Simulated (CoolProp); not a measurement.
Values from CoolProp's reference Helmholtz-energy equation of state, de Reuck 1990.

Problem. For fluorine, give the phase and the density (kg/m³), cp (kJ/(kg K)), cv (kJ/(kg K)), isothermal compressibility (1/MPa) at 112 K and 60.1 bar; 158 K and 60.1 bar.

Solution. 
- 112 K and 60.1 bar: liquid; density 1320, cp 1.61, cv 0.752, isothermal compressibility 0.00411
- 158 K and 60.1 bar: supercritical; density 278, cp 2.08, cv 0.702, isothermal compressibility 0.304
